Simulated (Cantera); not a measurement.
# Moist CO burnout

A perfectly stirred reactor is fed with 0.258 % CO, 0.545 % O₂, 0.158 % H₂O, 99.0 % N₂, equivalence ratio 0.24, at 6000 Torr; it is held at 950 K, and followed from long to short residence time.

Computed with Cantera and GRI-Mech 3.0 (53 species, 325 reactions).

```json
[
 {"τ (s)": "17", "x CO": "0.00173", "x O₂": "0.00503", "x H₂O": "0.00158", "x NO": "1.73e-12", "x O": "1.29e-9", "x NO₂": "5.13e-11"},
 {"τ (s)": "5.2", "x CO": "0.00224", "x O₂": "0.00528", "x H₂O": "0.00158", "x NO": "<1e-12", "x O": "1.39e-9", "x NO₂": "5.95e-12"},
 {"τ (s)": "1.6", "x CO": "0.00248", "x O₂": "0.00540", "x H₂O": "0.00158", "x NO": "<1e-12", "x O": "1.29e-9", "x NO₂": "<1e-12"},
 {"τ (s)": "0.48", "x CO": "0.00256", "x O₂": "0.00544", "x H₂O": "0.00158", "x NO": "<1e-12", "x O": "8.10e-10", "x NO₂": "<1e-12"},
 {"τ (s)": "0.15", "x CO": "0.00257", "x O₂": "0.00545", "x H₂O": "0.00158", "x NO": "<1e-12", "x O": "7.43e-11", "x NO₂": "<1e-12"},
 {"τ (s)": "0.044", "x CO": "0.00258", "x O₂": "0.00545", "x H₂O": "0.00158", "x NO": "<1e-12", "x O": "3.54e-11", "x NO₂": "<1e-12"},
 {"τ (s)": "0.013", "x CO": "0.00258", "x O₂": "0.00545", "x H₂O": "0.00158", "x NO": "<1e-12", "x O": "2.94e-11", "x NO₂": "<1e-12"},
 {"τ (s)": "0.0040", "x CO": "0.00258", "x O₂": "0.00545", "x H₂O": "0.00158", "x NO": "<1e-12", "x O": "2.49e-11", "x NO₂": "<1e-12"},
 {"τ (s)": "0.0012", "x CO": "0.00258", "x O₂": "0.00545", "x H₂O": "0.00158", "x NO": "<1e-12", "x O": "1.76e-11", "x NO₂": "<1e-12"},
 {"τ (s)": "0.00037", "x CO": "0.00258", "x O₂": "0.00545", "x H₂O": "0.00158", "x NO": "<1e-12", "x O": "9.16e-12", "x NO₂": "<1e-12"}
]
```
x: mole fraction; the columns are a selection and need not sum to one.
